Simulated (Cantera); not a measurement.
Feed: 1 mol SiH4, 0.22 mol HCl, 15 mol H2, held at 490 Pa.

Cantera equilibrium calculation (NASA polynomials, part measured and part estimated; ideal gas, pure solids and liquids). Candidate condensed phases: Si; 19 gas species. Rates play no part.

Question: At 1298 K, list the 4 most abundant gas species with their mole fractions, and the condensed phases.

Answer: H2 0.988, HCl 0.0120, SiCl2 0.000387, H 1.52e-5. Condensed: Si(s).
